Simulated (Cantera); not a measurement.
Charge: 1 mol Fe(CO)5, 12 mol N2, 0.06 mol H2, held at 133 Pa.

Method: chemical equilibrium by Gibbs-energy minimisation in Cantera with the NASA 1993 tables (ideal gas, pure condensed phases). Candidate condensed phases: C, C6H6, C7H8, C8H18, Fe, Fe(CO)5, FeO, Fe(OH)2, Fe(OH)3, Fe2O3, Fe3O4, H2O; 140 gas species. Condensed phases not in the tables: cementite and carbon dissolved in iron. Kinetics and transport are ignored.

x: gas mole fraction; n: condensed amount in mol.

```json
[
 {"T (K)": "998", "x N2": "0.703", "x CO": "0.293", "x H2": "0.00352", "x Fe": "1.01e-11", "x H": "3.49e-9", "x CO2": "6.76e-5", "x HCN": "[?]", "n C(graphite)": "0.00116", "n Fe(α)": "1.00", "n Fe(γ)": "0"},
 {"T (K)": "1048", "x N2": "0.703", "x CO": "0.293", "x H2": "0.00352", "x Fe": "1.05e-10", "x H": "1.25e-8", "x CO2": "2.54e-5", "x HCN": "[?]", "n C(graphite)": "0", "n Fe(α)": "1.00", "n Fe(γ)": "0"},
 {"T (K)": "1098", "x N2": "0.703", "x CO": "0.293", "x H2": "0.00352", "x Fe": "8.73e-10", "x H": "4.02e-8", "x CO2": "1.05e-5", "x HCN": "[?]", "n C(graphite)": "0", "n Fe(α)": "1.00", "n Fe(γ)": "0"},
 {"T (K)": "1148", "x N2": "0.703", "x CO": "0.293", "x H2": "0.00352", "x Fe": "5.99e-9", "x H": "1.16e-7", "x CO2": "4.66e-6", "x HCN": "[?]", "n C(graphite)": "0", "n Fe(α)": "1.00", "n Fe(γ)": "0"},
 {"T (K)": "1198", "x N2": "0.703", "x CO": "0.293", "x H2": "0.00352", "x Fe": "3.48e-8", "x H": "3.09e-7", "x CO2": "2.82e-6", "x HCN": "2.86e-6", "n C(graphite)": "0", "n Fe(α)": "0", "n Fe(γ)": "1.000"},
 {"T (K)": "1248", "x N2": "0.703", "x CO": "0.293", "x H2": "0.00352", "x Fe": "1.75e-7", "x H": "7.58e-7", "x CO2": "2.63e-6", "x HCN": "2.66e-6", "n C(graphite)": "0", "n Fe(α)": "0", "n Fe(γ)": "1.000"},
 {"T (K)": "1298", "x N2": "0.703", "x CO": "0.293", "x H2": "0.00351", "x Fe": "7.73e-7", "x H": "1.74e-6", "x CO2": "2.46e-6", "x HCN": "2.49e-6", "n C(graphite)": "0", "n Fe(α)": "0", "n Fe(γ)": "1.000"},
 {"T (K)": "1348", "x N2": "0.703", "x CO": "0.293", "x H2": "0.00351", "x Fe": "3.06e-6", "x H": "3.76e-6", "x CO2": "2.32e-6", "x HCN": "2.35e-6", "n C(graphite)": "0", "n Fe(α)": "0", "n Fe(γ)": "1.000"},
 {"T (K)": "1398", "x N2": "0.703", "x CO": "0.293", "x H2": "0.00351", "x Fe": "1.09e-5", "x H": "7.68e-6", "x CO2": "2.19e-6", "x HCN": "2.22e-6", "n C(graphite)": "0", "n Fe(α)": "0", "n Fe(γ)": "1.000"},
 {"T (K)": "1448", "x N2": "0.703", "x CO": "0.293", "x H2": "0.00351", "x Fe": "3.58e-5", "x H": "1.50e-5", "x CO2": "2.08e-6", "x HCN": "2.11e-6", "n C(graphite)": "0", "n Fe(α)": "0", "n Fe(γ)": "0.999"},
 {"T (K)": "1498", "x N2": "0.703", "x CO": "0.293", "x H2": "0.00350", "x Fe": "0.000108", "x H": "2.78e-5", "x CO2": "1.99e-6", "x HCN": "2.01e-6", "n C(graphite)": "0", "n Fe(α)": "0", "n Fe(γ)": "0.998"},
 {"T (K)": "1548", "x N2": "0.703", "x CO": "0.293", "x H2": "0.00349", "x Fe": "0.000302", "x H": "4.98e-5", "x CO2": "1.90e-6", "x HCN": "1.93e-6", "n C(graphite)": "0", "n Fe(α)": "0", "n Fe(γ)": "0.995"},
 {"T (K)": "1598", "x N2": "0.703", "x CO": "0.293", "x H2": "0.00347", "x Fe": "0.000792", "x H": "8.59e-5", "x CO2": "1.82e-6", "x HCN": "1.85e-6", "n C(graphite)": "0", "n Fe(α)": "0", "n Fe(γ)": "0.986"}
]
```

### Question
Complete the blanks.

### Answer

- 998, x HCN: 2.50e-7
- 1048, x HCN: 5.37e-7
- 1098, x HCN: 1.08e-6
- 1148, x HCN: 2.03e-6
